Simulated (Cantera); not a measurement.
## Fluorocarbon and chlorocarbon gases: CH2F2 + F2

Feed: 1 mol CH2F2, 0.014 mol F2, at 33.0 Torr.

Method: chemical equilibrium by Gibbs-energy minimisation in Cantera with the NASA 1993 tables (ideal gas, pure condensed phases). Candidate condensed phases: C, C6H6, C7H8, C8H18; 110 gas species. Ions and electrons are included (thermal ionisation). Kinetics and transport are ignored.

```csv
T (K),log p HF,log p F,log p H,log p C,log p C3,log p CF,log p C2,n C(graphite)
3000,-1.42,-2.56,-2.67,-4.30,-3.51,-3.50,-4.50,0.925
3250,-1.56,-2.28,-2.29,-3.34,-2.44,-3.01,-3.41,0.147
3500,-1.74,-2.04,-2.03,-2.85,-2.50,-2.91,-3.13,0
3750,-2.01,-1.88,-1.87,-2.49,-2.75,-2.95,-3.02,0
4000,-2.39,-1.80,-1.80,-2.25,-3.19,-3.12,-3.06,0
4250,-2.79,-1.77,-1.77,-2.13,-3.87,-3.40,-3.30,0
4500,-3.18,-1.76,-1.76,-2.08,-4.66,-3.73,-3.63,0
4750,-3.54,-1.76,-1.76,-2.07,-5.43,-4.06,-3.98,0
5000,-3.87,-1.75,-1.76,-2.06,-6.16,-4.36,-4.30,0
```
log p: log10 of the partial pressure in bar; n: condensed amount in mol.

From 3000 K to 3250 K the condensed part is C(graphite). From 3500 K to 5000 K nothing is condensed. The main C-bearing gas is C3 at 3000 K and C at 5000 K.
